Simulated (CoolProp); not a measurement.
Vapour-liquid equilibrium of cyclohexane (1) + n-octane (2) at 5.67 kPa; x and y are mole fractions of (1).

Model: multi-fluid Helmholtz-energy mixture model, Zhou 2014 and Beckmüller 2019; pair parameters Bell 2016, in CoolProp.

**Question.** Give the bubble temperature and the first vapour's composition at x = 0.05, 0.55, 0.95. Is there an azeotrope?

**Answer.** x = 0.05: 41.8 °C, y = 0.237; x = 0.55: 17.4 °C, y = 0.902; x = 0.95: 8.7 °C, y = 0.993. No azeotrope shows between x = 0.05 and 0.95.

Pair parameters are fitted to limited data, so mixtures are less certain than the pure fluids.
